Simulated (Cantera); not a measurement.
A perfectly stirred reactor is fed with 6.64 % NH3, 92.9 % H2, 0.438 % N2, at 1.00 bar; it is held at 1725 K, and followed from long to short residence time.

Model: the gas-phase N/H chemistry of the illustrative SiF4/NH3 mechanism in the Surface Chemkin manual (1991), integrated in Cantera. Walls and surfaces, which speed up NH3 decomposition in real reactors, are not modelled.

### Question
Predict: x(NH3) at τ = 4.50 s; x(H2) at τ = 4.50 s; x(N2) at τ = 4.50 s; x(N) at τ = 4.50 s; x(N2H4) at τ = 4.50 s; x(NH3) at τ = 92.0 ms; x(H2) at τ = 92.0 ms; x(N2) at τ = 92.0 ms; x(N) at τ = 92.0 ms; x(N2H4) at τ = 92.0 ms.

### Answer
| Item | Value |
|---|---|
| x(NH3) at τ = 4.50 s | 0.0417 |
| x(H2) at τ = 4.50 s | 0.942 |
| x(N2) at τ = 4.50 s | 0.0159 |
| x(N) at τ = 4.50 s | 9.04e-9 |
| x(N2H4) at τ = 4.50 s | 2.20e-9 |
| x(NH3) at τ = 92.0 ms | 0.0653 |
| x(H2) at τ = 92.0 ms | 0.930 |
| x(N2) at τ = 92.0 ms | 0.00487 |
| x(N) at τ = 92.0 ms | 1.17e-8 |
| x(N2H4) at τ = 92.0 ms | 4.77e-9 |
